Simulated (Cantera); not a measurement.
Thermodynamics of boron, boron nitride and boron oxide, feed B2O3 + H2

A closed system holds: 1 mol B2O3, 2.7 mol H2, at 96000 Pa.

Equilibrium computed with Cantera from the NASA thermochemical tables; the gas is ideal and each condensed phase is pure. Candidate condensed phases: B, B2O3, B3O3H3, H2O; 23 gas species. Gases not in the tables: H3BO3. Kinetics and transport are ignored.

From 1223 K to 2123 K the condensed part is B2O3(l). At 2198 K nothing is condensed.

```json
[
 {"T (K)": "1223", "x H2": "1.000", "x B2O3": "2.00e-8", "x HBO2": "6.92e-6", "x HBO": "1.30e-5", "x B2O2": "3.20e-9", "x H2O": "3.50e-5", "n B2O3(l)": "1.000"},
 {"T (K)": "1298", "x H2": "1.000", "x B2O3": "1.83e-7", "x HBO2": "2.45e-5", "x HBO": "4.91e-5", "x B2O2": "3.39e-8", "x H2O": "6.38e-5", "n B2O3(l)": "1.000"},
 {"T (K)": "1373", "x H2": "1.000", "x B2O3": "1.30e-6", "x HBO2": "7.65e-5", "x HBO": "0.000156", "x B2O2": "2.63e-7", "x H2O": "0.000113", "n B2O3(l)": "0.999"},
 {"T (K)": "1448", "x H2": "0.999", "x B2O3": "7.49e-6", "x HBO2": "0.000216", "x HBO": "0.000425", "x B2O2": "1.56e-6", "x H2O": "0.000199", "n B2O3(l)": "0.999"},
 {"T (K)": "1523", "x H2": "0.998", "x B2O3": "3.59e-5", "x HBO2": "0.000561", "x HBO": "0.00102", "x B2O2": "7.33e-6", "x H2O": "0.000344", "n B2O3(l)": "0.997"},
 {"T (K)": "1598", "x H2": "0.996", "x B2O3": "0.000147", "x HBO2": "0.00134", "x HBO": "0.00222", "x B2O2": "2.88e-5", "x H2O": "0.000582", "n B2O3(l)": "0.994"},
 {"T (K)": "1673", "x H2": "0.991", "x B2O3": "0.000529", "x HBO2": "0.00298", "x HBO": "0.00444", "x B2O2": "9.76e-5", "x H2O": "0.000950", "n B2O3(l)": "0.988"},
 {"T (K)": "1748", "x H2": "0.982", "x B2O3": "0.00169", "x HBO2": "0.00617", "x HBO": "0.00829", "x B2O2": "0.000294", "x H2O": "0.00149", "n B2O3(l)": "0.975"},
 {"T (K)": "1823", "x H2": "0.965", "x B2O3": "0.00490", "x HBO2": "0.0120", "x HBO": "0.0145", "x B2O2": "0.000797", "x H2O": "0.00225", "n B2O3(l)": "0.947"},
 {"T (K)": "1898", "x H2": "0.935", "x B2O3": "0.0129", "x HBO2": "0.0219", "x HBO": "0.0240", "x B2O2": "0.00197", "x H2O": "0.00327", "n B2O3(l)": "0.893"},
 {"T (K)": "1973", "x H2": "0.882", "x B2O3": "0.0316", "x HBO2": "0.0379", "x HBO": "0.0372", "x B2O2": "0.00444", "x H2O": "0.00455", "n B2O3(l)": "0.784"},
 {"T (K)": "2048", "x H2": "0.793", "x B2O3": "0.0721", "x HBO2": "0.0620", "x HBO": "0.0536", "x B2O2": "0.00920", "x H2O": "0.00600", "n B2O3(l)": "0.559"},
 {"T (K)": "2123", "x H2": "0.649", "x B2O3": "0.155", "x HBO2": "0.0946", "x HBO": "0.0702", "x B2O2": "0.0174", "x H2O": "0.00726", "n B2O3(l)": "0.0641"},
 {"T (K)": "2198", "x H2": "0.627", "x B2O3": "0.160", "x HBO2": "0.100", "x HBO": "0.0745", "x B2O2": "0.0184", "x H2O": "0.00876", "n B2O3(l)": "0"}
]
```
x: gas mole fraction; n: condensed amount in mol.
